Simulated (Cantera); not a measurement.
What does this Cantera script print?

```python
import numpy as np
import cantera as ct

gas = ct.Solution("gri30.yaml")
gas.TPX = 375, 1000000, {'CH4': 1, 'O2': 1.82, 'N2': 6.84, 'CO2': 1.4}
flame = ct.FreeFlame(gas, width=0.008)
flame.set_refine_criteria(ratio=3, slope=0.08, curve=0.16)
flame.transport_model = "mixture-averaged"
flame.solve(loglevel=0, auto=True)
z, T = flame.grid, flame.T
thick = (T[-1] - T[0]) / np.gradient(T, z).max()
show = ['CH4', 'O2', 'CO2', 'N2O', 'H2O2', 'OH']
print(f"laminar burning velocity  {flame.velocity[0] * 100:.3f} cm/s")
print(f"burnt temperature         {T[-1]:.1f} K")
print(f"thermal thickness         {thick * 1e3:.4f} mm")
print(f"grid points               {len(z)}")
z0 = z[flame.heat_release_rate.argmax()]
print(f"{'z/mm':>9s}{'T/K':>9s}{'u/(m/s)':>9s}" + "".join(f"{s:>11s}" for s in show))
rows = []
for k in (-3, -2, -1.5, -1, -0.5, -0.25, 0, 0.25, 0.5, 1, 2, 4, 8):
    zz = z0 + k * thick
    rows.append([k * thick, np.interp(zz, z, T), np.interp(zz, z, flame.velocity),
                 *(np.interp(zz, z, flame.X[gas.species_index(s)]) for s in show)])
    print(f"{rows[-1][0] * 1e3:9.3f}{rows[-1][1]:9.1f}{rows[-1][2]:9.3f}" + "".join(f"{x:11.3e}" for x in rows[-1][3:]))
```

It prints:

```
laminar burning velocity  5.767 cm/s
burnt temperature         1980.3 K
thermal thickness         0.2568 mm
grid points               141
     z/mm      T/K  u/(m/s)        CH4         O2        CO2        N2O       H2O2         OH
   -0.770    376.0    0.058  9.024e-02  1.643e-01  1.265e-01  2.043e-11  5.385e-08  3.035e-14
   -0.514    387.0    0.060  8.923e-02  1.633e-01  1.264e-01  3.903e-10  6.533e-07  3.044e-12
   -0.385    423.4    0.065  8.647e-02  1.600e-01  1.263e-01  2.226e-09  2.709e-06  3.858e-11
   -0.257    593.6    0.092  7.522e-02  1.446e-01  1.278e-01  1.630e-08  1.234e-05  9.527e-10
   -0.128   1088.6    0.171  4.414e-02  9.511e-02  1.388e-01  8.440e-08  2.733e-05  3.184e-07
   -0.064   1468.3    0.231  2.035e-02  5.388e-02  1.518e-01  1.563e-07  3.791e-06  1.028e-05
    0.000   1818.5    0.286  1.950e-03  1.454e-02  1.695e-01  2.096e-07  1.192e-06  3.970e-04
    0.064   1929.0    0.302  8.782e-06  2.663e-03  1.821e-01  2.001e-07  3.666e-07  1.270e-03
    0.128   1956.2    0.306  6.600e-08  9.457e-04  1.852e-01  1.387e-07  1.820e-07  9.488e-04
    0.257   1971.9    0.308  2.823e-10  2.533e-04  1.865e-01  6.272e-08  5.775e-08  5.115e-04
    0.514   1978.3    0.309  3.838e-12  4.997e-05  1.869e-01  2.002e-08  1.249e-08  2.321e-04
    1.027   1980.0    0.310  2.805e-13  1.185e-05  1.869e-01  7.526e-09  3.611e-09  1.250e-04
    2.054   1980.3    0.310  1.212e-13  6.886e-06  1.870e-01  5.607e-09  2.509e-09  1.045e-04
```

Model: GRI-Mech 3.0 (53 species, 325 reactions), integrated in Cantera. Burning velocities carry a grid error of a few per cent, more on coarse grids.
